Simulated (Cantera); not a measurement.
## Low-pressure radical oxidation in H2/O2

An isothermal, constant-pressure homogeneous reactor starts with 7.15 % H2, 92.9 % O2, at 1250 K and 2670 Pa.

Computed with Cantera and GRI-Mech 3.0 (53 species, 325 reactions). Radical loss at walls, strong at low pressure, is not modelled. The temperature is held fixed by assumption; the heat of reaction is taken as removed at once.

| t (s) | x H2 | x O2 | x HO2 | x H | x OH |
|---|---|---|---|---|---|
| 7.00e-6 | 0.0715 | 0.929 | 2.12e-9 | 1.80e-9 | 3.39e-10 |
| 2.42e-5 | 0.0715 | 0.929 | 7.31e-9 | 5.17e-9 | 2.87e-9 |
| 8.34e-5 | 0.0715 | 0.929 | 2.53e-8 | 2.50e-8 | 2.53e-8 |
| 0.000288 | 0.0715 | 0.928 | 1.03e-7 | 1.74e-6 | 1.99e-6 |
| 0.000993 | 0.00554 | 0.881 | 8.51e-6 | 0.0158 | 0.00770 |
| 0.00343 | 0.00129 | 0.888 | 7.55e-6 | 0.00868 | 0.00480 |
| 0.0118 | 0.000581 | 0.910 | 6.11e-6 | 0.00244 | 0.00324 |
| 0.0408 | 0.000101 | 0.923 | 2.78e-6 | 0.000173 | 0.00136 |
| 0.141 | 1.09e-5 | 0.925 | 6.18e-7 | 6.19e-6 | 0.000451 |
| 0.486 | 1.38e-6 | 0.926 | 1.11e-7 | 2.84e-7 | 0.000162 |
| 1.68 | 2.38e-7 | 0.926 | 2.77e-8 | 2.07e-8 | 6.76e-5 |
| 5.79 | 5.36e-8 | 0.926 | 1.80e-8 | 2.23e-9 | 3.22e-5 |
| 20.0 | 1.93e-8 | 0.926 | 2.28e-8 | 4.88e-10 | 1.93e-5 |
x: mole fraction; the columns are a selection and need not sum to one.

Equilibrium at this temperature and pressure: H2 1.64e-8, O2 0.926, HO2 2.42e-8, H 3.81e-10, OH 1.78e-5 (gas phase only).
